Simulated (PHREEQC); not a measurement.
Dissolve 36 mmol/kgw CuSO4 and 4.2 mmol/kgw NaHCO3 at 25 °C. Closed to the air; pH follows from the charge balance.

The numbers come from PHREEQC with the ion-association model, wateq4f.dat.

Each row changes one thing in this solution. No solid was allowed to form.

```csv
case,pH,ionic strength (mol/kgw),SO4-2 (mol/kgw),HSO4- (mol/kgw)
as made,5.55,0.0869,0.0222,3.05e-6
CuSO4 replaced by MnSO4 at the same molality,6.92,0.0912,0.0227,1.30e-7
CuSO4 from 0.036 to 0.018 mol/kgw,5.78,0.0483,0.0125,1.15e-6
NaHCO3 from 0.0042 to 0.042 mol/kgw,6.18,0.106,0.0286,8.67e-7
NaHCO3 left out,4.68,0.0847,0.0212,2.15e-5
NaHCO3 from 0.0042 to 0.0063 mol/kgw,5.63,0.0879,0.0227,2.56e-6
diluted 10-fold with water,5.83,0.0116,0.00293,3.09e-7
temperature from 25 to 70 °C,4.89,0.0845,0.0215,3.92e-5
temperature from 25 to 60 °C,5.03,0.0848,0.0216,2.21e-5
```

Complexes and solids missing from the database can't appear. Some of these states are supersaturated (in Malachite, Brochantite, Rhodochrosite, for instance). Away from 25 °C the constants follow the database's enthalpies or fits; those with neither stay at their 25 °C values.
